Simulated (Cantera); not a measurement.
Mixture: CH4 : O2 : N2 = 1 : 1.54 : 5.78 (molar parts), equivalence ratio 1.3, at 0.750 bar, adiabatic and at constant volume. Ignition delay is the time to a rise of 400 K.

Model: GRI-Mech 3.0 (53 species, 325 reactions), integrated in Cantera.

Task: At T0 = 1750 K, what is the delay, and which 6 reactions control it most (d ln τ / d ln k, from doubling and halving each rate constant)?

Result: The delay is 0.190 ms.
```tsv
reaction	d ln τ / d ln k	faster rate
CH3 + O2 <=> CH3O + O	-0.32	shortens it
H + O2 <=> O + OH	-0.29	shortens it
CH4 + H <=> CH3 + H2	0.22	lengthens it
CH3 + H (+M) <=> CH4 (+M)	-0.18	shortens it
2 CH3 <=> C2H5 + H	-0.13	shortens it
CH3 + HO2 <=> CH3O + OH	-0.10	shortens it
```
